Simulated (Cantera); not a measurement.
Catalytic combustion on Pt

An isothermal plug-flow reactor at 948 K and 100000 Pa (inlet), inlet velocity 0.39 m/s, active area per volume 110 1/m; feed CO : O2 : N2 : H2O = 0.0066 : 0.041 : 0.79 : 0.013 (molar parts), equivalence ratio 0.080.

Computed with Cantera and Deutschmann's 1995 Pt surface mechanism with GRI-Mech 3.0 gas chemistry. Catalytic surfaces can have several steady states; this one follows from the mechanism file's or the stated starting coverage. Mass transfer to the wall is taken as infinitely fast.

```csv
z (m),x CO,x O2,x H2O,x CO2,θ free Pt,θ O*,θ OH*,θ CO*
0.00011,0.00159,0.0453,0.0153,0.00619,0.233,0.763,0.00285,0.00108
0.00019,0.00110,0.0450,0.0153,0.00668,0.210,0.787,0.00275,0.000590
0.00034,0.000623,0.0448,0.0153,0.00716,0.195,0.802,0.00267,0.000281
0.00061,0.000249,0.0446,0.0153,0.00754,0.186,0.812,0.00262,0.000101
0.0011,5.27e-5,0.0445,0.0153,0.00774,0.182,0.816,0.00260,2.03e-5
0.0019,4.42e-6,0.0445,0.0153,0.00779,0.181,0.817,0.00259,1.68e-6
0.0034,4.31e-8,0.0445,0.0153,0.00779,0.180,0.817,0.00259,1.64e-8
0.0061,1.04e-11,0.0445,0.0153,0.00779,0.180,0.817,0.00259,3.95e-12
0.011,<1e-12,0.0445,0.0153,0.00779,0.180,0.817,0.00259,<1e-12
```
x: gas mole fraction; θ: surface coverage.
